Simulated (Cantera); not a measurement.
A closed system holds: 1 mol CF₄, 0.019 mol Si, 0.52 mol H₂, equilibrated at 2.20 mbar.

These are equilibrium values from Cantera (NASA tables, ideal gas, pure condensed phases), not measurements of a reactor. Candidate condensed phases: C, C₆H₆, C₇H₈, C₈H₁₈, Si, SiC; 113 gas species. Gases not in the tables: C₂F₆ and larger saturated fluorocarbons. Rates play no part. All values below are at 1523 K.

Base state: HF 0.584, CF₄ 0.404, SiF₄ 0.0107, CF₂ 0.000812, F 0.000227, CF₃ 9.66e-5 (mole fractions); condensed: C(graphite).

### Question
What changes in the equilibrium state with this change: pressure from 2.20 mbar to 6.40 Pa?

### Answer
| species | before | after |
|---|---|---|
| HF | 0.584 | 0.581 |
| CF₄ | 0.404 | 0.400 |
| SiF₄ | 0.0107 | 0.0106 |
| CF₂ | 0.000812 | 0.00474 |
| F | 0.000227 | 0.00322 |
| CF₃ | 9.66e-5 | 0.000232 |
| C(graphite), mol | 0.278 | 0.276 |
